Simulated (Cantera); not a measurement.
Input (Python, Cantera):

```python
import numpy as np
import cantera as ct

gas = ct.Solution("gri30.yaml")
gas.TPX = 1573, 170000, {'C2H6': 1, 'H2': 20, 'H2O': 0.064}
inlet = ct.Reservoir(gas, clone=True)

reactor = ct.IdealGasConstPressureReactor(gas, energy="off", clone=False)
exhaust = ct.Reservoir(gas, clone=True)
tau = [18, 3.2, 0.57, 0.1, 0.018, 0.0033, 0.00059, 0.00011][0]
for a, b in ((inlet, reactor), (reactor, exhaust)):
    ct.MassFlowController(a, b, mdot=lambda t: reactor.mass / tau)
net = ct.ReactorNet([reactor])
show = ['C2H6', 'H2', 'C2H', 'C2H4', 'CH2', 'C2H2', 'CH3']

rows = []
print(f"{'tau/s':>10s}{'T/K':>9s}" + "".join(f"{s:>11s}" for s in show))
for tau in [18, 3.2, 0.57, 0.1, 0.018, 0.0033, 0.00059, 0.00011]:
    net.initial_time = 0.0
    net.advance(30 * tau)
    before = gas.X
    net.advance(40 * tau)
    drift = np.max(np.abs(gas.X - before) / (gas.X + 1e-9))
    rows.append([gas.T, *gas[show].X, drift])
    print(f"{tau:10.3e}{gas.T:9.1f}" + "".join(f"{x:11.3e}" for x in gas[show].X))
```

Result:

```
     tau/s      T/K       C2H6         H2        C2H       C2H4        CH2       C2H2        CH3
 1.800e+01   1573.0  2.021e-05  9.195e-01  1.086e-09  2.510e-03  1.268e-09  1.142e-02  4.239e-05
 3.200e+00   1573.0  2.251e-05  9.195e-01  1.157e-09  2.641e-03  1.300e-09  1.197e-02  4.263e-05
 5.700e-01   1573.0  3.340e-05  9.218e-01  1.437e-09  3.083e-03  1.429e-09  1.368e-02  4.300e-05
 1.000e-01   1573.0  8.179e-05  9.277e-01  2.454e-09  4.269e-03  2.096e-09  1.747e-02  4.696e-05
 1.800e-02   1573.0  2.456e-04  9.336e-01  4.842e-09  6.219e-03  4.536e-09  2.054e-02  6.090e-05
 3.300e-03   1573.0  7.688e-04  9.362e-01  7.892e-09  9.431e-03  1.173e-08  1.940e-02  9.260e-05
 5.900e-04   1573.0  2.591e-03  9.363e-01  8.442e-09  1.492e-02  3.212e-08  1.293e-02  1.611e-04
 1.100e-04   1573.0  8.595e-03  9.369e-01  4.491e-09  1.864e-02  8.186e-08  4.925e-03  2.981e-04
```

Model: GRI-Mech 3.0 (53 species, 325 reactions), integrated in Cantera. GRI-Mech 3.0 stops at C3 and has no aromatics, soot or wall deposition, so with more carbon than oxygen in the feed, carbon stays in small species such as C2H2 where larger ones or solid carbon would form.
